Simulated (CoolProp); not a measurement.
Vapour pressure (MPa) of diethyl ether: the reference equation beside estimates from Tc = 194.7 °C, pc = 3.717 MPa, ω = 0.282. Clausius-Clapeyron is anchored at 113.55 °C with a constant enthalpy of vaporisation of 20.27 kJ/mol.

Values from CoolProp's reference Helmholtz-energy equation of state, Thol 2014.

| T (°C) | reference | Lee-Kesler | Clausius-Clapeyron | van der Waals | Redlich-Kwong | Soave-Redlich-Kwong | Peng-Robinson |
|---|---|---|---|---|---|---|---|
| 70.65 | 0.3137 | 0.3129 | 0.4014 | 0.9500 | 0.4831 | 0.3128 | 0.3103 |
| 79.25 | 0.3947 | 0.3942 | (withheld) | 1.072 | 0.5856 | 0.3944 | 0.3905 |
| 87.75 | 0.4893 | 0.4891 | 0.5617 | 1.201 | 0.7010 | 0.4901 | 0.4845 |
| 96.35 | 0.6013 | 0.6016 | 0.6573 | 1.342 | 0.8331 | 0.6037 | 0.5963 |
| 104.95 | 0.7315 | 0.7321 | 0.7638 | 1.493 | 0.9815 | 0.7361 | 0.7265 |
| 113.55 | 0.8815 | 0.8825 | 0.8815 | 1.654 | 1.147 | 0.8891 | 0.8771 |
| 122.15 | 1.053 | 1.055 | (withheld) | 1.825 | 1.331 | 1.064 | 1.050 |
| 130.75 | 1.249 | 1.250 | 1.153 | 2.008 | (withheld) | 1.264 | (withheld) |
| 139.35 | 1.470 | 1.472 | 1.308 | 2.201 | 1.756 | 1.490 | 1.472 |
| 147.85 | 1.716 | 1.718 | 1.473 | 2.402 | 1.996 | 1.741 | 1.722 |
| 156.45 | 1.996 | 1.999 | 1.654 | 2.618 | 2.261 | 2.026 | 2.006 |
| 165.05 | 2.309 | 2.313 | 1.849 | 2.844 | 2.547 | 2.343 | 2.323 |
| 173.65 | 2.661 | 2.665 | 2.058 | 3.083 | 2.856 | 2.694 | 2.677 |

Question: Fill in the missing entries.

Answer: 
- 79.25, Clausius-Clapeyron: 0.4773
- 122.15, Clausius-Clapeyron: 1.011
- 130.75, Redlich-Kwong: 1.534
- 130.75, Peng-Robinson: 1.248

Absolute difference from the reference over all 13 rows, mean and median: Lee-Kesler 0.1 and 0.1 %, Clausius-Clapeyron 13.4 and 14.2 %, van der Waals 86.8 and 73.3 %, Redlich-Kwong 28.0 and 26.4 %, Soave-Redlich-Kwong 0.9 and 1.0 %, Peng-Robinson 0.6 and 0.6 %.
